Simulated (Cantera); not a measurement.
**Stirred combustor or abatement burner**

A perfectly stirred reactor is fed with 6.50 % CH4, 7.80 % H2, 23.1 % O2, 62.5 % N2, at 500000 Pa; it is adiabatic with a 550 K inlet, and is followed from long to short residence time, starting on the burning branch (τ in s: 0.032, 0.015, 0.0067, 0.0031, 0.0014, 0.00064, 0.00029, 0.00013, 6.1e-05, 2.8e-05, 1.3e-05, 5.8e-06).

Detailed kinetics in Cantera: GRI-Mech 3.0 (53 species, 325 reactions).

```json
[
 {"τ (s)": "0.032", "T (K)": "2393", "x CH4": "7.83e-7", "x H2": "0.00135", "x O2": "0.0612", "x N2O": "1.03e-6", "x C2H": "<1e-12"},
 {"τ (s)": "0.015", "T (K)": "2395", "x CH4": "1.63e-6", "x H2": "0.00138", "x O2": "0.0620", "x N2O": "1.03e-6", "x C2H": "<1e-12"},
 {"τ (s)": "0.0067", "T (K)": "2397", "x CH4": "3.54e-6", "x H2": "0.00144", "x O2": "0.0629", "x N2O": "1.04e-6", "x C2H": "1.23e-12"},
 {"τ (s)": "0.0031", "T (K)": "2395", "x CH4": "7.33e-6", "x H2": "0.00155", "x O2": "0.0636", "x N2O": "1.05e-6", "x C2H": "5.13e-12"},
 {"τ (s)": "0.0014", "T (K)": "2389", "x CH4": "1.52e-5", "x H2": "0.00176", "x O2": "0.0642", "x N2O": "1.08e-6", "x C2H": "2.05e-11"},
 {"τ (s)": "0.00064", "T (K)": "2376", "x CH4": "2.97e-5", "x H2": "0.00218", "x O2": "0.0648", "x N2O": "1.13e-6", "x C2H": "6.92e-11"},
 {"τ (s)": "0.00029", "T (K)": "2350", "x CH4": "5.57e-5", "x H2": "0.00295", "x O2": "0.0657", "x N2O": "1.17e-6", "x C2H": "1.92e-10"},
 {"τ (s)": "0.00013", "T (K)": "2307", "x CH4": "0.000102", "x H2": "0.00424", "x O2": "0.0671", "x N2O": "1.14e-6", "x C2H": "4.44e-10"},
 {"τ (s)": "6.1e-5", "T (K)": "2249", "x CH4": "0.000180", "x H2": "0.00600", "x O2": "0.0691", "x N2O": "1.04e-6", "x C2H": "8.74e-10"},
 {"τ (s)": "2.8e-5", "T (K)": "2170", "x CH4": "0.000340", "x H2": "0.00837", "x O2": "0.0723", "x N2O": "8.99e-7", "x C2H": "1.71e-9"},
 {"τ (s)": "1.3e-5", "T (K)": "2070", "x CH4": "0.000705", "x H2": "0.0114", "x O2": "0.0776", "x N2O": "7.39e-7", "x C2H": "3.56e-9"},
 {"τ (s)": "5.8e-6", "T (K)": "1928", "x CH4": "0.00200", "x H2": "0.0167", "x O2": "0.0892", "x N2O": "5.20e-7", "x C2H": "1.00e-8"}
]
```
x: mole fraction; the columns are a selection and need not sum to one.
